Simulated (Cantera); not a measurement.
Feed: 1 mol Fe2O3, 1.2 mol CO, 7.3 mol N2, 0.45 mol CH4, equilibrated at 2550 K and 160 Pa.

Equilibrium computed with Cantera from the NASA thermochemical tables; the gas is ideal and each condensed phase is pure. Kinetics and transport are ignored.

| species | before | after |
|---|---|---|
| CO | 0.104 | 0.427 |
| N2 | 0.518 | 0.321 |
| Fe | 0.136 | 0.0860 |
| O2 | 0.0272 | 0.00933 |
| CO2 | 0.0143 | 0.0345 |
| OH | 0.0148 | 0.00640 |
| O | 0.0761 | 0.0446 |
| H | 0.0771 | 0.0570 |
| H2O | 0.00857 | 0.00274 |
| FeO | 0.00663 | 0.00245 |
| NO | 0.00732 | 0.00337 |
| H2 | 0.00979 | 0.00534 |
Gas species are given as mole fractions.

Problem. Which change was made?
A. temperature from 2550 K to 900 K
B. N2 from 7.3 to 0.1 mol
C. CO from 1.2 to 10 mol
D. temperature from 2550 K to 1698 K

Solution. C, CO from 1.2 to 10 mol
